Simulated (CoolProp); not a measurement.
A single-stage vapour-compression cycle with R114: evaporating at 302.15 K (dew point), condensing at 345.15 K (bubble point), superheat 10 K, subcooling 8 K, compressor efficiency 0.75, no pressure losses. Each further row changes one setting.

Model: reference Helmholtz-energy equation of state, Platzer 1990, in CoolProp. This equation is an older, rougher fit; its heat capacities, sound speeds and derivatives of the liquid may be far off and weren't checked against measurements.

```json
[
 {"case": "as stated", "cooling COP": "4.49", "pressure ratio": "3.19", "discharge temperature (K)": "350.4", "refrigerating effect (kJ/kg)": "97.6", "volumetric capacity (kJ/m³)": "1680"},
 {"case": "evaporating temperature 307.15 K", "cooling COP": "5.31", "pressure ratio": "2.73", "discharge temperature (K)": "350.8", "refrigerating effect (kJ/kg)": "101", "volumetric capacity (kJ/m³)": "2000"},
 {"case": "condensing temperature 340.15 K", "cooling COP": "5.26", "pressure ratio": "2.83", "discharge temperature (K)": "346.1", "refrigerating effect (kJ/kg)": "103", "volumetric capacity (kJ/m³)": "1770"},
 {"case": "subcooling 13 K", "cooling COP": "4.73", "pressure ratio": "3.19", "discharge temperature (K)": "350.4", "refrigerating effect (kJ/kg)": "103", "volumetric capacity (kJ/m³)": "1770"},
 {"case": "superheat 20 K", "cooling COP": "4.62", "pressure ratio": "3.19", "discharge temperature (K)": "360.5", "refrigerating effect (kJ/kg)": "105", "volumetric capacity (kJ/m³)": "1730"},
 {"case": "compressor efficiency 0.65", "cooling COP": "3.89", "pressure ratio": "3.19", "discharge temperature (K)": "354.4", "refrigerating effect (kJ/kg)": "97.6", "volumetric capacity (kJ/m³)": "1680"}
]
```
